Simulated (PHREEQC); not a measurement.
A solution holds 0.01 mol/kgw HBr and 0.0024 mol/kgw MgCl2, at 25 °C. Closed to the air; pH follows from the charge balance.

Computed with PHREEQC (ion-association model, phreeqc.dat).

Each row changes one thing in this solution. This is a speciation only: nothing precipitates in the calculation.

| case | pH | ionic strength (mol/kgw) |
|---|---|---|
| as made | 2.05 | 0.0172 |
| 0.00022 mol/kgw H3PO4 added | 2.04 | 0.0173 |
| MgCl2 left out | 2.04 | 0.0100 |
| HBr from 0.01 to 0.009 mol/kgw | 2.09 | 0.0162 |
| 0.012 mol/kgw Na2CO3 added | 9.20 | 0.0301 |
| temperature from 25 to 35 °C | 2.05 | 0.0172 |
